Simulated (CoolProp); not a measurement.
Vapour-liquid equilibrium of toluene (1) + m-xylene (2) at 0.00306 MPa; x and y are mole fractions of (1).

Computed with CoolProp (multi-fluid Helmholtz-energy mixture model, Lemmon 2006 and Zhou 2012; pair parameters Bell 2016).

Give the bubble temperature and the first vapour's composition at x = 0.05, 0.5, 0.95. Is there an azeotrope?

x = 0.05: 41.6 °C, y = 0.148; x = 0.5: 28.1 °C, y = 0.777; x = 0.95: 21.5 °C, y = 0.981. No azeotrope shows between x = 0.05 and 0.95.

Pair parameters are fitted to limited data, so mixtures are less certain than the pure fluids.
